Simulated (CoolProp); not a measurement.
Computed with CoolProp (reference Helmholtz-energy equation of state, Tillner-Roth 1997).

For CH2F2 (R32), give the phase and the cv (kJ/(kg K)) at 434.2 K and 0.0131 MPa.


- 434.2 K and 0.0131 MPa: gas; cv 0.882
